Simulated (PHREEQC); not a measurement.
1 kg of water holding 0.27 mol/kgw NaCl, 0.21 mol/kgw Na2SO4, 0.35 mol/kgw K2SO4 and 0.006 mol/kgw MgSO4 is evaporated at 60 °C; the solids stay in contact with the brine. CO2 from the air is kept out. The run lets Arcanite, Bischofite, Bloedite, Brucite, Carnallite, Epsomite, Glaserite, Halite, Hexahydrite, Kainite, Kieserite, Leonite, Mirabilite, Misenite, Schoenite, Sylvite, Thenardite, MgCl2_4H2O precipitate or redissolve, and no other solid.

Equilibrium calculation in PHREEQC: Pitzer model, pitzer.dat.

Q: Predict ionic strength, Halite (mol), Cl in solution (mol/kgw) at water left (kg) = 0.05275, 0.01627, 0.01337, 0.007427.

A: 
```json
[
 {"water left (kg)": "0.05275", "ionic strength": "8.52", "Halite (mol)": "0", "Cl in solution (mol/kgw)": "5.12"},
 {"water left (kg)": "0.01627", "ionic strength": "9.46", "Halite (mol)": "0.161", "Cl in solution (mol/kgw)": "6.69"},
 {"water left (kg)": "0.01337", "ionic strength": "9.62", "Halite (mol)": "0.181", "Cl in solution (mol/kgw)": "6.67"},
 {"water left (kg)": "0.007427", "ionic strength": "10.4", "Halite (mol)": "0.221", "Cl in solution (mol/kgw)": "6.57"}
]
```

At this temperature some constants are extrapolated from 25 °C, and those without enthalpy data are left unchanged.
